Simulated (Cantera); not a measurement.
A closed system holds: 1 mol CuO, 36 mol H2, 0.51 mol N2, at 2.00 mbar.

Equilibrium computed with Cantera from the NASA thermochemical tables; the gas is ideal and each condensed phase is pure. Candidate condensed phases: Cu, CuO, Cu(OH)2, Cu2O, H2O; 27 gas species. Kinetics and transport are ignored. All values below are at 2073 K.

Base state: H2 0.880, H 0.0552, Cu 0.0259, H2O 0.0257, N2 0.0132, OH 0.000183 (mole fractions); condensed: gas only.

What changes in the equilibrium state with this change: pressure from 2.00 mbar to 0.820 bar?


```json
[
 {"species": "H2", "before": "0.880", "after": "0.946"},
 {"species": "H2O", "before": "0.0257", "after": "0.0271"},
 {"species": "N2", "before": "0.0132", "after": "0.0138"},
 {"species": "H", "before": "0.0552", "after": "0.00283"},
 {"species": "Cu", "before": "0.0259", "after": "0.0101"},
 {"species": "Cu2", "before": "8.52e-7", "after": "5.30e-5"},
 {"species": "OH", "before": "0.000183", "after": "9.19e-6"},
 {"species": "Cu(l), mol", "before": "0", "after": "0.623"}
]
```
